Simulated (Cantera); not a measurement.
Charge: 1 mol BF₃, 0.6 mol NH₃, held at 10.0 mbar.

These are equilibrium values from Cantera (NASA tables, ideal gas, pure condensed phases), not measurements of a reactor. Candidate condensed phases: B, BN; 31 gas species. The tables' values for BF₂ are old estimates; treat these amounts as uncertain. Kinetics and transport are ignored. All values below are at 1225 K.

Base state: BF₃ 0.446, H₂ 0.397, N₂ 0.132, HF 0.0239, BHF₂ 0.000627, BF₂ 4.91e-5 (mole fractions); condensed: BN(s).

What changes in the equilibrium state with this change: BF₃ replaced by B₂H₆?


```tsv
species	before	after
H₂	0.397	1.000
BF₃	0.446	0
N₂	0.132	<1e-9
HF	0.0239	0
BHF₂	0.000627	0
BF₂	4.91e-5	0
BN(s), mol	0.0170	0.600
B(s), mol	0	1.40
```
The feed counts by its element totals alone. Mutual solubility and eutectic melting of coexisting phases are not modelled.
